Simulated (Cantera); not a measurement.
Input (Python, Cantera):

```python
import numpy as np
import cantera as ct

surf = ct.Interface("ptcombust.yaml", "Pt_surf")
gas = surf.adjacent["gas"]
gas.TPX = 750, 480000, {'CO': 0.0057, 'O2': 0.029, 'N2': 0.79, 'H2O': 0.035}
surf.TP = 750, 480000
reactor = ct.FlowReactor(gas, clone=False)
reactor.area = 0.0001  # m2
reactor.surface_area_to_volume_ratio = 2100  # 1/m
reactor.mass_flow_rate = 0.078 * reactor.area * gas.density  # inlet velocity 0.078 m/s
reactor.energy_enabled = False
wall = ct.ReactorSurface(surf, reactor, clone=False)
net = ct.ReactorNet([reactor])
net.rtol, net.atol = 1e-8, 1e-16
show, cover = ['CO', 'O2', 'H2O', 'CO2'], ['PT(S)', 'H(S)', 'O(S)', 'OH(S)', 'CO(S)', 'C(S)']

rows = []
print(f"{'z/m':>9s}{'u/(m/s)':>9s}" + "".join(f"{s:>13s}" for s in show + cover))
for z in [0.00016, 0.00029, 0.00052, 0.00092, 0.0016, 0.0029, 0.0052, 0.0092, 0.016]:
    net.advance(z)
    rows.append([reactor.speed, *gas[show].X, *surf[cover].coverages])
    print(f"{z:9.4g}{rows[-1][0]:9.3g}" + "".join(f"{x:13.4e}" for x in rows[-1][1:]))
```

It prints:

```
      z/m  u/(m/s)           CO           O2          H2O          CO2        PT(S)         H(S)         O(S)        OH(S)        CO(S)         C(S)
  0.00016   0.0778   9.1466e-04   3.0962e-02   4.0829e-02   5.7346e-03   2.0138e-02   6.9448e-09   9.7037e-01   8.7684e-03   6.9716e-04   1.4166e-17
  0.00029   0.0778   6.2208e-04   3.0820e-02   4.0835e-02   6.0281e-03   1.7744e-02   5.7347e-09   9.7362e-01   8.2450e-03   3.6693e-04   6.5475e-18
  0.00052   0.0778   3.5842e-04   3.0692e-02   4.0840e-02   6.2927e-03   1.6210e-02   5.0024e-09   9.7570e-01   7.8896e-03   1.7607e-04   2.8642e-18
  0.00092   0.0777   1.5656e-04   3.0595e-02   4.0844e-02   6.4952e-03   1.5281e-02   4.5758e-09   9.7697e-01   7.6655e-03   6.8262e-05   1.0454e-18
   0.0016   0.0777   4.3009e-05   3.0540e-02   4.0846e-02   6.6091e-03   1.4826e-02   4.3719e-09   9.7758e-01   7.5532e-03   1.7643e-05   2.6199e-19
   0.0029   0.0777   3.9786e-06   3.0521e-02   4.0847e-02   6.6483e-03   1.4679e-02   4.3067e-09   9.7778e-01   7.5165e-03   1.5996e-06   2.3514e-20
   0.0052   0.0777   6.0935e-08   3.0519e-02   4.0847e-02   6.6522e-03   1.4665e-02   4.3003e-09   9.7780e-01   7.5129e-03   2.4450e-08   3.5905e-22
   0.0092   0.0777   4.2664e-11   3.0519e-02   4.0847e-02   6.6523e-03   1.4665e-02   4.3002e-09   9.7780e-01   7.5129e-03   1.7118e-11   2.5138e-25
    0.016   0.0777   2.0107e-16   3.0519e-02   4.0847e-02   6.6523e-03   1.4665e-02   4.3002e-09   9.7780e-01   7.5129e-03   8.0677e-17   1.1847e-30
```

Detailed kinetics in Cantera: Deutschmann's 1995 Pt surface mechanism with GRI-Mech 3.0 gas chemistry. Catalytic surfaces can have several steady states; this one follows from the mechanism file's or the stated starting coverage. Mass transfer to the wall is taken as infinitely fast.
